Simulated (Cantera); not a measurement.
An adiabatic, constant-volume homogeneous reactor starts with CO : H₂ : O₂ : N₂ = 1 : 1 : 0.667 : 5.67 (molar parts), equivalence ratio 1.5, at 950 K and 578 Torr.

Cantera simulation using GRI-Mech 3.0 (53 species, 325 reactions); the numbers are that mechanism's predictions, not measurements.

Task: Predict: time of steepest temperature rise; temperature at 0.100 s; equilibrium temperature; x(CO) at 0.100 s; x(H₂) at 0.100 s; x(O₂) at 0.100 s; x(NO) at 0.100 s; x(H) at 0.100 s; x(NO₂) at 0.100 s; x(HO₂) at 0.100 s.

Result: 
```
Quantity                                                               Value
---------------------------------  -----------------------------------------
time of steepest temperature rise                                    1.56 ms
temperature at 0.100 s                                                2409 K
equilibrium temperature                                               2408 K
x(CO) at 0.100 s                       0.0679 (gas-phase equilibrium 0.0679)
x(H₂) at 0.100 s                       0.0200 (gas-phase equilibrium 0.0200)
x(O₂) at 0.100 s                   0.000234 (gas-phase equilibrium 0.000234)
x(NO) at 0.100 s                   0.000630 (gas-phase equilibrium 0.000630)
x(H) at 0.100 s                      0.00176 (gas-phase equilibrium 0.00176)
x(NO₂) at 0.100 s                    2.76e-8 (gas-phase equilibrium 2.77e-8)
x(HO₂) at 0.100 s                    8.21e-8 (gas-phase equilibrium 8.21e-8)
```
